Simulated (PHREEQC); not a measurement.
Solution (25 °C): 0.0026 mol/kgw NiSO4, 0.00045 mol/kgw NaF and 0.0014 mol/kgw Na2SO4. Closed to the air; pH follows from the charge balance.

Model: ion-association model, wateq4f.dat, run in PHREEQC.

Question: The ionic strength comes out as 0.0128 mol/kgw. What activity coefficients do Na+, SO4-2, NaSO4-, F-, NiF+ get?

Answer: Na+ 0.89, SO4-2 0.64, NaSO4- 0.90, F- 0.89, NiF+ 0.89.

Precipitation was switched off in this run.
